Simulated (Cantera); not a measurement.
Input: 1 mol Fe₂O₃, 0.46 mol H₂S, 3.1 mol O₂, held at 975 K.

Method: chemical equilibrium by Gibbs-energy minimisation in Cantera with the NASA 1993 tables (ideal gas, pure condensed phases). Candidate condensed phases: Fe, FeO, Fe(OH)₂, Fe(OH)₃, FeS, FeSO₄, FeS₂, Fe₂O₃, Fe₂(SO₄)₃, Fe₃O₄, H₂O, H₂SO₄, S; 22 gas species. The numbers say what is thermodynamically allowed, not how fast it happens.

x: gas mole fraction; n: condensed amount in mol.

| P (Pa) | x O₂ | x H₂O | x SO₂ | x SO₃ | x H₂SO₄ | x OH | n Fe₂O₃(s) | n Fe₂(SO₄)₃(s) |
|---|---|---|---|---|---|---|---|---|
| 1000 | 0.720 | 0.140 | 0.116 | 0.0240 | 1.90e-7 | 3.54e-7 | 1.00 | 0 |
| 2300 | 0.719 | 0.140 | 0.107 | 0.0336 | 6.13e-7 | 2.88e-7 | 1.00 | 0 |
| 5400 | 0.717 | 0.141 | 0.0954 | 0.0459 | 1.98e-6 | 2.33e-7 | 1.00 | 0 |
| 13000 | 0.715 | 0.142 | 0.0816 | 0.0607 | 6.35e-6 | 1.88e-7 | 1.00 | 0 |
| 29000 | 0.713 | 0.143 | 0.0679 | 0.0754 | 1.77e-5 | 1.54e-7 | 1.00 | 0 |
| 68000 | 0.711 | 0.144 | ? | ? | ? | ? | 1.00 | 0 |
| 160000 | 0.709 | 0.145 | ? | ? | ? | ? | 1.00 | 0 |
| 370000 | 0.776 | 0.162 | 0.0120 | 0.0498 | 0.000169 | 8.87e-8 | 0.905 | 0.0948 |
| 860000 | 0.806 | 0.169 | 0.00333 | 0.0214 | 0.000176 | 7.41e-8 | 0.869 | 0.131 |
| 2000000 | 0.817 | 0.172 | 0.000933 | 0.00921 | 0.000179 | 6.07e-8 | 0.856 | 0.144 |

Task: What belongs in the gaps?

Result: 
- 160000, x SO₂: 0.0403
- 160000, x SO₃: 0.105
- 160000, x H₂SO₄: 0.000138
- 160000, x OH: 1.01e-7
- 68000, x SO₂: 0.0535
- 68000, x SO₃: 0.0909
- 68000, x H₂SO₄: 5.04e-5
- 68000, x OH: 1.25e-7
